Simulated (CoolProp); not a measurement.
Vapour-liquid equilibrium of carbon dioxide (1) + R134a (2) at -4.75 °C; x and y are mole fractions of (1).

Values from CoolProp's multi-fluid Helmholtz-energy mixture model, Span 1996 and Tillner-Roth 1994; pair parameters Bell 2016.

```tsv
x	bubble pressure (bar)	y at the bubble point	dew pressure at overall composition x (bar)	liquid density (mol/L)
0.05	3.480	0.309	…	…
0.2	7.072	0.692	…	14.13
0.35	11.12	…	3.680	15.22
0.5	15.30	0.893	4.663	16.43
0.65	19.53	…	6.357	17.79
0.8	23.94	0.963	…	19.33
0.95	28.84	0.991	…	21.07
```

Problem. Some entries are withheld; supply them.

Solution. 
- 0.05, dew pressure at overall composition x (bar): 2.580
- 0.05, liquid density (mol/L): 13.15
- 0.2, dew pressure at overall composition x (bar): 3.036
- 0.35, y at the bubble point: 0.827
- 0.65, y at the bubble point: 0.933
- 0.8, dew pressure at overall composition x (bar): 9.991
- 0.95, dew pressure at overall composition x (bar): 21.89

No azeotrope shows between x = 0.05 and 0.95.

The pair parameters rest on a limited set of measurements; away from them the model extrapolates.
